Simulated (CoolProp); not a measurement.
Values from CoolProp's reference Helmholtz-energy equation of state, Lemmon 2005.

**Question.** Give the vapour pressure (MPa), liquid density (kg/m³), vapour density (kg/m³), enthalpy of vaporisation (kJ/kg) of saturated R125 at 269.8, 300, 324.1 K.

**Answer.** 
```csv
T (K),p (MPa),liquid density (kg/m³),vapour density (kg/m³),enthalpy of vaporisation (kJ/kg)
269.8,0.602,1340,37.8,136
300,1.45,1180,95.7,108
324.1,2.59,991,204,74.1
```
